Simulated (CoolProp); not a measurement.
Properties of toluene along the isotherm 620 K.

Values from CoolProp's reference Helmholtz-energy equation of state, Lemmon 2006. It is a short technical equation, of lower accuracy than the large ones.

| p (bar) | phase | density (kg/m³) | isothermal compressibility (1/MPa) | viscosity (µPa s) | conductivity (mW/(m K)) |
|---|---|---|---|---|---|
| 6.45 | gas | 12.14 | 1.635 | 14.2 | 43.6 |
| 12.9 | gas | 25.74 | 0.8710 | 14.4 | 43.9 |
| 19.3 | gas | 41.12 | 0.6283 | 14.6 | 44.4 |
| 25.8 | gas | 59.41 | 0.5176 | 15.0 | 45.4 |
| 32.2 | gas | 81.27 | 0.4689 | 15.5 | ? |
| 38.7 | gas | 109.7 | 0.4623 | 16.4 | 50.2 |
| 45.1 | supercritical | 149.2 | 0.5088 | 18.0 | 55.8 |
| 51.6 | supercritical | 217.4 | 0.6800 | 22.0 | 67.0 |
| 58 | supercritical | 330.8 | 0.4439 | 33.5 | 76.5 |
| 64.5 | supercritical | 392.9 | 0.1596 | ? | ? |
| 70.9 | supercritical | 424.0 | 0.09038 | 48.6 | 77.6 |
| 77.4 | supercritical | 445.0 | 0.06201 | 52.9 | 78.5 |
| 83.8 | supercritical | 460.7 | 0.04725 | 56.3 | 79.3 |
| 90.3 | supercritical | 473.5 | ? | 59.3 | 80.1 |
| 96.7 | supercritical | 484.2 | 0.03189 | 61.9 | 80.8 |
| 103 | supercritical | 493.3 | 0.02752 | 64.2 | 81.4 |

Question: What belongs in the gaps?

Answer: 
- 32.2, conductivity (mW/(m K)): 47.1
- 64.5, viscosity (µPa s): 42.9
- 64.5, conductivity (mW/(m K)): 76.9
- 90.3, isothermal compressibility (1/MPa): 0.03803

Viscosity comes from a separate model (Avgeri 2015). Thermal conductivity comes from a separate model (Assael 2012).
